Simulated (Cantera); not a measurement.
A Cantera script and its output.

```python
import numpy as np
import cantera as ct

gas = ct.Solution("gri30.yaml")


def delay(T, t_max=10):
    gas.TPX = T, 30000, {'CO': 1, 'H2': 0.35, 'CH4': 0.38, 'O2': 1.59, 'N2': 6.54, 'H2O': 2.8}
    reactor = ct.IdealGasConstPressureReactor(gas, clone=False)
    net = ct.ReactorNet([reactor])
    net.rtol, net.atol = 1e-8, 1e-16
    while net.time < t_max:
        t_old, T_old = net.time, reactor.T
        net.step()
        if reactor.T > T + 400:  # ignition: a rise of 400 K
            return t_old + (T + 400 - T_old) / (reactor.T - T_old) * (net.time - t_old)
    return np.nan


taus = []
for T in [875, 925, 975, 1025, 1075, 1125]:
    taus.append(delay(T))
    print(f"T0 = {T:6g} K   tau = {taus[-1]:.4e} s")
```

It prints:

```
T0 =    875 K   tau = 5.8044e-01 s
T0 =    925 K   tau = 9.8143e-02 s
T0 =    975 K   tau = 3.5027e-02 s
T0 =   1025 K   tau = 1.7157e-02 s
T0 =   1075 K   tau = 9.6385e-03 s
T0 =   1125 K   tau = 5.8127e-03 s
```

Detailed kinetics in Cantera: GRI-Mech 3.0 (53 species, 325 reactions). Below about 1000 K GRI-Mech 3.0 lacks low-temperature oxidation paths. Below about 950 K walls govern HO2 and H2O2 in real vessels.
